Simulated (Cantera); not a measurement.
Standard-state values (1 bar) from the NASA 1993 polynomials, evaluated with Cantera. Values are per mole of reaction as written; species without (g) are pure solids or liquids, kept so even where they would boil at 1 bar.

Q: Between 1450 and 1625 K, where is each reaction favourable under standard conditions?
- C3H8(g) ⇌ 3 C + 8 H(g)

A: 
- C3H8(g) ⇌ 3 C + 8 H(g): ΔG° is 780 kJ at 1450 K and 641 kJ at 1625 K; it stays positive (K < 1). ΔH° is 1934 kJ and ΔS° 796 J/K at 1625 K.
